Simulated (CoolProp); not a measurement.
Values from CoolProp's reference Helmholtz-energy equation of state, Lemmon 2005. It is a short technical equation, of lower accuracy than the large ones.

Task: For cis-2-butene, give the phase and the Z, cv (kJ/(kg K)), isothermal compressibility (1/MPa), fugacity coefficient at 485.2 K and 19600 kPa; 485.2 K and 22800 kPa; 485.2 K and 29300 kPa.

Result: 
- 485.2 K and 19600 kPa: supercritical; Z 0.636, cv 2.12, isothermal compressibility 0.0134, fugacity coefficient 0.372
- 485.2 K and 22800 kPa: supercritical; Z 0.713, cv 2.12, isothermal compressibility 0.0104, fugacity coefficient 0.354
- 485.2 K and 29300 kPa: supercritical; Z 0.866, cv 2.12, isothermal compressibility 0.00715, fugacity coefficient 0.335
